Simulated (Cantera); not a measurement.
Feed: 1 mol MgSO4, 0.18 mol C, 0.018 mol H2, equilibrated at 0.000190 bar.

Equilibrium computed with Cantera from the NASA thermochemical tables; the gas is ideal and each condensed phase is pure. Candidate condensed phases: C, C6H6, C7H8, C8H18, H2O, H2SO4, Mg, MgCO3, MgO, Mg(OH)2, MgS, MgSO4, S; 130 gas species. The numbers say what is thermodynamically allowed, not how fast it happens. All values below are at 1350 °C.

Base state: SO2 0.662, O2 0.206, CO2 0.119, H2O 0.0116, O 0.000626, OH 0.000607, CO 0.000510, SO 0.000233 (mole fractions); condensed: MgO(s).

Q: What changes in the equilibrium state with this change: H2 from 0.018 to 0.52 mol?

A: 
| species | before | after |
|---|---|---|
| SO2 | 0.662 | 0.567 |
| H2O | 0.0116 | 0.293 |
| CO2 | 0.119 | 0.101 |
| O2 | 0.206 | 0.0347 |
| H2 | 1.61e-5 | 0.000988 |
| H | 2.01e-5 | 0.000158 |
| MgO(s), mol | 1.00 | 1.000 |
